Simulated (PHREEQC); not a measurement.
A solution holds 0.031 mol CuCl2 and 0.087 mol HCl per kg of water, at 80 °C. Closed to the air; pH follows from the charge balance.

The numbers come from PHREEQC with the ion-association model, phreeqc.dat.

No solid was allowed to form.

Task: Order these Cu species by the share of Cu that they hold, largest first: Cu+2, CuCl2, CuCl+.

Result: CuCl+ (51 %), Cu+2 (46 %), CuCl2 (2.9 %)

Task: Order these Cl species by the share of Cl that they hold, largest first: Cl-, CuCl2, CuCl+.

Result: Cl- (88 %), CuCl+ (11 %), CuCl2 (1.2 %)

The pH is 1.16 and the ionic strength 0.146 mol/kgw. Species that the database lacks are ignored. At this temperature some constants are extrapolated from 25 °C, and those without enthalpy data are left unchanged.
